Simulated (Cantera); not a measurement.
Charge: 1 mol BCl3, 1.7 mol H2O, 1.7 mol N2, equilibrated at 950 K and 73.5 Torr.

Equilibrium computed with Cantera from the NASA thermochemical tables; the gas is ideal and each condensed phase is pure. Candidate condensed phases: B, BN, B2O3, B3O3H3, H2O, NH4Cl; 49 gas species. Gases not in the tables: H3BO3. The numbers say what is thermodynamically allowed, not how fast it happens.

Base state: HCl 0.612, N2 0.347, H2O 0.0407, (HBO2)3 9.31e-5 (mole fractions); condensed: B2O3(l).

### Question
What changes in the equilibrium state with this change: BCl3 replaced by B?

### Answer
```csv
species,before,after
N2,0.347,0.500
H2,2.02e-6,0.441
H2O,0.0407,0.0586
HCl,0.612,0
(HBO2)3,9.31e-5,0.000161
NH3,<1e-9,1.67e-5
"B2O3(l), mol",0.499,0.499
```
